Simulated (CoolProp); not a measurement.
Vapour-liquid equilibrium of CH2F2 (R32) (1) + R236EA (2) at 4.97 bar; x and y are mole fractions of (1).

Values from CoolProp's multi-fluid Helmholtz-energy mixture model, Tillner-Roth 1997 and Rui 2013; pair parameters Bell 2016.

```json
[
 {"x": "0.05", "bubble temperature (°C)": "46.5", "y at the bubble point": "0.191", "dew temperature at overall composition x (°C)": "51.4", "liquid density (mol/L)": "9.150"},
 {"x": "0.2", "bubble temperature (°C)": "29.5", "y at the bubble point": "0.578", "dew temperature at overall composition x (°C)": "46.2", "liquid density (mol/L)": "10.40"},
 {"x": "0.35", "bubble temperature (°C)": "16.2", "y at the bubble point": "0.777", "dew temperature at overall composition x (°C)": "40.4", "liquid density (mol/L)": "11.78"},
 {"x": "0.5", "bubble temperature (°C)": "6.1", "y at the bubble point": "0.881", "dew temperature at overall composition x (°C)": "33.5", "liquid density (mol/L)": "13.34"},
 {"x": "0.65", "bubble temperature (°C)": "-1.7", "y at the bubble point": "0.939", "dew temperature at overall composition x (°C)": "25.3", "liquid density (mol/L)": "15.16"},
 {"x": "0.8", "bubble temperature (°C)": "-7.9", "y at the bubble point": "0.973", "dew temperature at overall composition x (°C)": "14.3", "liquid density (mol/L)": "17.37"},
 {"x": "0.95", "bubble temperature (°C)": "-13.0", "y at the bubble point": "0.995", "dew temperature at overall composition x (°C)": "-3.5", "liquid density (mol/L)": "20.12"}
]
```

No azeotrope shows between x = 0.05 and 0.95.

Pair parameters are fitted to limited data, so mixtures are less certain than the pure fluids.
